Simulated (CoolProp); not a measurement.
CHF3 (R23) at several states: density (kg/m³) from the reference equation and from simpler models built on Tc = 26.1 °C, pc = 48.32 bar, ω = 0.263; each cubic takes its own stable root.

Computed with CoolProp (reference Helmholtz-energy equation of state, Penoncello 2003).

```json
[
 {"T (°C)": "135.25", "p (bar)": "21.8", "phase": "gas", "reference": "47.46", "Redlich-Kwong": "47.82", "Soave-Redlich-Kwong": "?", "Peng-Robinson": "?"},
 {"T (°C)": "48.35", "p (bar)": "18.1", "phase": "gas", "reference": "?", "Redlich-Kwong": "53.29", "Soave-Redlich-Kwong": "53.01", "Peng-Robinson": "?"},
 {"T (°C)": "-31.35", "p (bar)": "0.135", "phase": "gas", "reference": "0.4711", "Redlich-Kwong": "0.4710", "Soave-Redlich-Kwong": "0.4710", "Peng-Robinson": "0.4711"},
 {"T (°C)": "-43.25", "p (bar)": "12.7", "phase": "liquid", "reference": "1288", "Redlich-Kwong": "?", "Soave-Redlich-Kwong": "1091", "Peng-Robinson": "?"},
 {"T (°C)": "2.05", "p (bar)": "4.88", "phase": "gas", "reference": "?", "Redlich-Kwong": "15.64", "Soave-Redlich-Kwong": "15.67", "Peng-Robinson": "15.74"},
 {"T (°C)": "-4.55", "p (bar)": "2.17", "phase": "gas", "reference": "6.971", "Redlich-Kwong": "6.950", "Soave-Redlich-Kwong": "6.957", "Peng-Robinson": "6.971"}
]
```

**Question.** Some entries are withheld; supply them.

**Answer.** 
- 135.25, Soave-Redlich-Kwong: 47.09
- 135.25, Peng-Robinson: 47.65
- 48.35, reference: 53.42
- 48.35, Peng-Robinson: 53.77
- -43.25, Redlich-Kwong: 1040
- -43.25, Peng-Robinson: 1237
- 2.05, reference: 15.73
